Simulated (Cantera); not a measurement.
# Low-pressure radical oxidation in H2/O2

An isothermal, constant-pressure homogeneous reactor starts with H2 : O2 = 0.13 : 1 (molar parts), equivalence ratio 0.065, at 1173 K and 0.0267 bar.

Detailed kinetics in Cantera: the H2/O2 subset of GRI-Mech 3.0, which has no nitrogen chemistry. Radical loss at walls, strong at low pressure, is not modelled. The temperature is held fixed by assumption; the heat of reaction is taken as removed at once.

```tsv
t (s)	x H2	x O2	x H2O2	x H2O	x O	x HO2	x H
4.00e-6	0.115	0.885	<1e-12	2.75e-12	3.11e-11	4.44e-10	4.15e-10
1.94e-5	0.115	0.885	<1e-12	2.40e-10	6.07e-10	2.16e-9	1.78e-9
9.43e-5	0.115	0.885	7.24e-12	1.78e-8	1.33e-8	1.06e-8	1.48e-8
0.000458	0.115	0.885	3.90e-10	5.35e-5	2.70e-5	3.51e-7	2.62e-5
0.00222	0.00310	0.828	3.97e-7	0.101	0.0414	1.36e-5	0.0206
0.0108	0.000631	0.869	4.26e-7	0.119	0.00779	9.81e-6	0.00165
0.0524	3.02e-5	0.877	1.66e-7	0.122	0.000379	1.90e-6	1.74e-5
0.254	1.87e-6	0.878	3.65e-8	0.122	2.47e-5	1.98e-7	2.91e-7
1.24	2.08e-7	0.878	7.58e-9	0.122	2.85e-6	2.83e-8	1.14e-8
6.00	3.26e-8	0.878	1.60e-9	0.122	4.57e-7	9.66e-9	7.33e-10
```
x: mole fraction; the columns are a selection and need not sum to one.

Equilibrium at this temperature and pressure: H2 5.75e-9, O2 0.878, H2O2 3.49e-10, H2O 0.122, O 8.07e-8, HO2 1.29e-8, H 5.51e-11 (gas phase only).
